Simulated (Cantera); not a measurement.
A Cantera script and what it prints.

```python
import numpy as np
import cantera as ct

gas_names = """
    CL CL2 N N2 Si SiCL SiCL2 SiCL3 SiCL4 SiN Si2 Si2N Si3
""".split()
cond_names = """
    Si(cr) Si(L) Si3N4(a)
""".split()


def load(file, names, dense=False):
    # The tables refer to 1 bar. Condensed volumes are neglected.
    table = {s.name: s for s in ct.Species.list_from_file(file)}
    out = []
    for n in names:
        d = dict(table[n].input_data)
        d["thermo"] = dict(d["thermo"], **{"reference-pressure": 1e5})
        if dense:
            d["equation-of-state"] = {"model": "constant-volume", "density": "1e6 g/cm^3"}
        out.append(ct.Species.from_dict(d))
    return out


gas = ct.Solution(thermo="ideal-gas", species=load("nasa_gas.yaml", gas_names))
cond = {s.name: ct.Solution(thermo="fixed-stoichiometry", species=[s], name=s.name)
        for s in load("nasa_condensed.yaml", cond_names, dense=True)}
atoms = {
    'Si': {'Si': 1},
    'Cl2': {'CL': 2},
    'N2': {'N': 2},
}
top_T = {'Si3N4(a)': 2400}  # K; cautious upper limits of use, not melting points


def equilibrate(T, P, feed):
    n = {}
    for name, mol in feed.items():
        for a, k in atoms[name].items():
            n[a] = n.get(a, 0.0) + k * mol
    gas.TPX = T, P, n
    mass = sum(n.values()) * gas.mean_molecular_weight
    gas.equilibrate("TP")
    valid = [c for c in cond.values() if c.min_temp <= T <= top_T.get(c.name, c.max_temp)]
    mix = ct.Mixture([(gas, mass / gas.mean_molecular_weight)] + [(c, 0.0) for c in valid])
    mix.T, mix.P = T, P
    mix.equilibrate("TP", solver="vcs", rtol=1e-11, max_steps=5000)
    return mix


results = []
feed = {'Si': 1, 'Cl2': 3.3, 'N2': 0.25}  # mol
T = 573  # K
P = 100000  # Pa
mix = equilibrate(T, P, feed)
results.append((T, P, feed, dict(zip(mix.species_names, mix.species_moles))))
x = sorted(zip(gas.X, gas.species_names), reverse=True)
print(f"T = {T:g} K  P = {P:g} Pa  gas = {mix.phase_moles(0):.4g} mol")
print("   x: " + "  ".join(f"{s} {v:.3e}" for v, s in x if v > 1e-06))
print("   condensed (mol): " + ("  ".join(f"{mix.phase(i).name} {mix.phase_moles(i):.4g}"
      for i in range(1, mix.n_phases) if mix.phase_moles(i) > 1e-12) or "none"))
```

Result:

```
T = 573 K  P = 100000 Pa  gas = 2.55 mol
   x: CL2 5.098e-01  SiCL4 3.922e-01  N2 9.804e-02
   condensed (mol): none
```

Method: chemical equilibrium by Gibbs-energy minimisation in Cantera with the NASA 1993 tables (ideal gas, pure condensed phases).
